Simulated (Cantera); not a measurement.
Mixture: CH4 : O2 : N2 = 1 : 2.99 : 19.7 (molar parts), equivalence ratio 0.67, at 1050 Torr, adiabatic and at constant volume. Ignition delay is the time to a rise of 400 K.

Cantera simulation using GRI-Mech 3.0 (53 species, 325 reactions); the numbers are that mechanism's predictions, not measurements.

Q: What does this change do: 0.04 parts H2 added?

A: 
```csv
quantity,before,after
delay at 1200 K,45.9 ms,29.6 ms
delay at 1400 K,3.54 ms,2.75 ms
delay at 1600 K,0.471 ms,0.410 ms
delay at 1800 K,0.109 ms,0.102 ms
delay at 2000 K,37.0 µs,35.4 µs
apparent activation energy between 1800 and 2000 K,160 kJ/mol,160 kJ/mol
```
